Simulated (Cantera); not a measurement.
A closed system holds: 1 mol SiHCl₃, 9.1 mol NH₃, held at 1200 Pa.

Equilibrium computed with Cantera from the NASA thermochemical tables; the gas is ideal and each condensed phase is pure. Candidate condensed phases: NH₄Cl, Si, Si₃N₄; 28 gas species. Gases not in the tables: Si₂H₆ and higher silanes. Equilibrium is a limit: real reactors are often held back by kinetics, nucleation or transport.

Question: What share of the Si ends up in condensed phases as a function of T (°C), at 825, 975, 1125, 1275, 1425, 1575, 1725?

Answer: 
```tsv
T (°C)	Si condensed (%)	as
825	99.6	Si₃N₄(s)
975	99.4	Si₃N₄(s)
1125	96.0	Si₃N₄(s)
1275	77.2	Si₃N₄(s)
1425	39.2	Si₃N₄(s)
1575	34.1	Si(l)
1725	30.8	Si(l)
```
